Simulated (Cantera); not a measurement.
A Cantera script and its output.

```python
import numpy as np
import cantera as ct

gas = ct.Solution("gri30.yaml", transport_model="multicomponent")
show = ['H2O', 'NH3', 'CO2']

rows = []
print(f"{'T/K':>7s}{'rho':>11s}{'cp':>10s}{'mu':>11s}{'lambda':>11s}{'Pr':>7s}" + "".join(f"{'D_' + s:>11s}" for s in show))
for T in [400, 500, 600, 700, 800, 900, 1000, 1100, 1200]:
    gas.TPX = T, 150, {'NO': 0.41}
    Pr = gas.cp_mass * gas.viscosity / gas.thermal_conductivity
    D = [gas.mix_diff_coeffs_mole[gas.species_index(s)] for s in show]
    rows.append([gas.density, gas.cp_mass, gas.viscosity, gas.thermal_conductivity, Pr, *D])
    print(f"{T:7g}{gas.density:11.4e}{gas.cp_mass:10.1f}{gas.viscosity:11.4e}"
          f"{gas.thermal_conductivity:11.4e}{Pr:7.3f}" + "".join(f"{d:11.4e}" for d in D))
print("SI units: kg/m3, J/kg/K, Pa s, W/m/K, m2/s")
```

Result:

```
    T/K        rho        cp         mu     lambda     Pr      D_H2O      D_NH3      D_CO2
    400 1.3533e-03     998.6 2.3120e-05 3.2481e-02  0.711 2.6406e-02 2.5494e-02 1.7628e-02
    500 1.0827e-03    1016.2 2.7036e-05 3.8749e-02  0.709 4.0157e-02 3.8507e-02 2.6189e-02
    600 9.0222e-04    1040.9 3.0618e-05 4.5000e-02  0.708 5.6115e-02 5.3536e-02 3.5992e-02
    700 7.7333e-04    1067.4 3.3953e-05 5.1198e-02  0.708 7.4097e-02 7.0419e-02 4.6946e-02
    800 6.7667e-04    1092.2 3.7097e-05 5.7257e-02  0.708 9.3960e-02 8.9033e-02 5.8984e-02
    900 6.0148e-04    1113.9 4.0086e-05 6.3114e-02  0.707 1.1559e-01 1.0928e-01 7.2048e-02
   1000 5.4133e-04    1132.7 4.2948e-05 6.8778e-02  0.707 1.3890e-01 1.3107e-01 8.6095e-02
   1100 4.9212e-04    1146.6 4.5702e-05 7.4109e-02  0.707 1.6381e-01 1.5435e-01 1.0109e-01
   1200 4.5111e-04    1159.2 4.8363e-05 7.9307e-02  0.707 1.9026e-01 1.7905e-01 1.1699e-01
SI units: kg/m3, J/kg/K, Pa s, W/m/K, m2/s
```

Computed with Cantera and GRI-Mech 3.0 (53 species, 325 reactions). The composition is frozen, though it would react at the higher temperatures.
